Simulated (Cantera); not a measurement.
An isothermal, constant-pressure homogeneous reactor starts with H2 : O2 : N2 = 0.99 : 1 : 8.7 (molar parts), at 1423 K and 0.133 bar. Integrator tolerance rtol = 1e-08.

Model: the H2/O2 subset of GRI-Mech 3.0, which has no nitrogen chemistry, integrated in Cantera. The temperature is held fixed by assumption; the heat of reaction is taken as removed at once.

Q: What does this change do: temperature 1423 to 800 K?

A: 
```tsv
quantity	before	after
x(H2) at 40.0 s	7.69e-7 (gas-phase equilibrium 7.69e-7)	0.0290 (gas-phase equilibrium <1e-12)
x(O2) at 40.0 s	0.0495 (gas-phase equilibrium 0.0495)	0.0632 (gas-phase equilibrium 0.0495)
x(H2O) at 40.0 s	0.0971 (gas-phase equilibrium 0.0971)	0.0665 (gas-phase equilibrium 0.0971)
x(O) at 40.0 s	8.26e-7 (gas-phase equilibrium 8.26e-7)	6.76e-9 (gas-phase equilibrium <1e-12)
x(OH) at 40.0 s	4.40e-5 (gas-phase equilibrium 4.40e-5)	3.07e-9 (gas-phase equilibrium 9.95e-10)
```
Radical loss at walls, strong at low pressure, is not modelled. Below about 950 K walls govern HO2 and H2O2 in real vessels.
